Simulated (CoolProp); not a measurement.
Vapour-liquid equilibrium of methanol (1) + dimethyl carbonate (2) at 292.6 K; x and y are mole fractions of (1).

Computed with CoolProp (multi-fluid Helmholtz-energy mixture model, de Reuck 1993 and Zhou 2011; pair parameters Bell 2016).

Problem. Give the bubble pressure and the first vapour's composition at x = 0.65, 0.8, 0.95. Is there an azeotrope?

Solution. x = 0.65: 13.75 kPa, y = 0.735; x = 0.8: 13.84 kPa, y = 0.785; x = 0.95: 13.26 kPa, y = 0.911. y crosses x between x = 0.65 and 0.8: the model has an azeotrope there.

The pair parameters rest on a limited set of measurements; away from them the model extrapolates. With so large a gap from Raoult's law the liquid may split in two, which this calculation doesn't test in full.
